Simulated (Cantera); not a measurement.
Feed: 1 mol SiCl4, 0.9 mol C2H2, 18 mol H2, at 1.50 Torr.

Cantera equilibrium calculation (NASA polynomials, part measured and part estimated; ideal gas, pure solids and liquids). Candidate condensed phases: C, C6H6, C7H8, C8H18, Si, SiC; 109 gas species. The tables' values for SiCl, SiCl3 are old estimates; treat these amounts as uncertain. Gases not in the tables: Si2H6 and higher silanes. Rates play no part.

x: gas mole fraction; n: condensed amount in mol.

| T (K) | x H2 | x HCl | x H | x Si | x Cl | x SiCl4 | n C(graphite) | n SiC(s) |
|---|---|---|---|---|---|---|---|---|
| 950 | 0.838 | 0.151 | 1.14e-8 | <1e-12 | 1.96e-9 | 0.0103 | (withheld) | 0.781 |
| 1100 | 0.811 | 0.188 | 5.21e-7 | <1e-12 | 1.08e-7 | 0.000712 | 0.818 | 0.981 |
| 1250 | 0.809 | 0.191 | 9.72e-6 | 9.38e-12 | 1.96e-6 | 4.97e-5 | 0.807 | 0.993 |
| 1400 | 0.809 | 0.190 | 9.78e-5 | 1.97e-9 | 1.89e-5 | 5.91e-6 | 0.814 | 0.986 |
| 1550 | 0.809 | 0.189 | 0.000634 | 1.46e-7 | 0.000118 | 1.05e-6 | 0.827 | 0.973 |
| 1700 | 0.808 | 0.186 | 0.00296 | 5.03e-6 | 0.000530 | 2.48e-7 | 0.846 | 0.952 |
| 1850 | 0.802 | 0.181 | 0.0108 | 9.70e-5 | 0.00185 | 7.11e-8 | 0.869 | 0.922 |
| 2000 | 0.783 | 0.172 | 0.0322 | 0.00119 | 0.00526 | 2.27e-8 | 0.913 | 0.859 |
| 2150 | 0.732 | 0.154 | 0.0807 | 0.0103 | 0.0124 | 7.26e-9 | (withheld) | 0.563 |
| 2300 | 0.628 | 0.132 | 0.171 | 0.0297 | 0.0259 | 1.12e-9 | (withheld) | 0 |

### Question
Some entries are withheld; supply them.

### Answer

- 950, n C(graphite): 1.01
- 2150, n C(graphite): 1.13
- 2300, n C(graphite): 1.44
